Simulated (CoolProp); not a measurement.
Vapour-liquid equilibrium of CH2F2 (R32) (1) + R142b (2) at 300.3 K; x and y are mole fractions of (1).

The numbers come from the multi-fluid Helmholtz-energy mixture model, Tillner-Roth 1997 and Lemmon 2006; pair parameters Bell 2016 in CoolProp.

| x | bubble pressure (bar) | y at the bubble point | dew pressure at overall composition x (bar) | liquid density (mol/L) |
|---|---|---|---|---|
| 0.05 | 4.362 | 0.196 | 3.773 | 11.24 |
| 0.15 | 5.923 | 0.445 | 4.158 | 11.72 |
| 0.25 | 7.495 | 0.595 | 4.627 | 12.25 |
| 0.35 | 9.028 | 0.693 | 5.213 | 12.81 |
| 0.45 | 10.49 | 0.763 | 5.961 | 13.42 |
| 0.55 | 11.89 | 0.817 | 6.947 | 14.08 |
| 0.65 | 13.22 | 0.861 | 8.294 | 14.82 |
| 0.75 | 14.52 | 0.901 | 10.20 | 15.65 |
| 0.85 | 15.83 | 0.939 | 12.88 | 16.59 |
| 0.95 | 17.19 | 0.979 | 16.22 | 17.68 |

No azeotrope shows between x = 0.05 and 0.95.

Pair parameters are fitted to limited data, so mixtures are less certain than the pure fluids.
